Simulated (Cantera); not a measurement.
A closed system holds: 1 mol Pb, 0.68 mol O2, 1.7 mol H2, equilibrated at 53.0 Pa.

These are equilibrium values from Cantera (NASA tables, ideal gas, pure condensed phases), not measurements of a reactor. Candidate condensed phases: H2O, Pb, PbO, PbO2, Pb3O4; 12 gas species. Equilibrium is a limit: real reactors are often held back by kinetics, nucleation or transport.

log p: log10 of the partial pressure in bar; n: condensed amount in mol.

```tsv
T (°C)	log p H2O	log p Pb	log p H2	log p PbO	log p H	n Pb(l)
800	-3.44	-4.14	-4.04	-8.66	-9.87	0.728
850	-3.56	-3.74	-4.16	[?]	[?]	[?]
900	-3.57	-3.71	-4.18	-7.72	-9.02	0
950	-3.57	-3.71	-4.18	-7.50	-8.61	0
1000	-3.57	-3.71	-4.18	-7.29	-8.23	0
1050	-3.57	-3.71	-4.18	[?]	[?]	0
1100	-3.57	-3.71	-4.17	-6.92	-7.57	0
1150	-3.57	-3.71	-4.17	-6.76	-7.27	0
1200	-3.57	-3.71	-4.17	-6.60	-6.99	0
```

Task: What belongs in the gaps?

Result: 
- 850, log p PbO: -7.99
- 850, log p H: -9.45
- 850, n Pb(l): 0.105
- 1050, log p PbO: -7.10
- 1050, log p H: -7.89
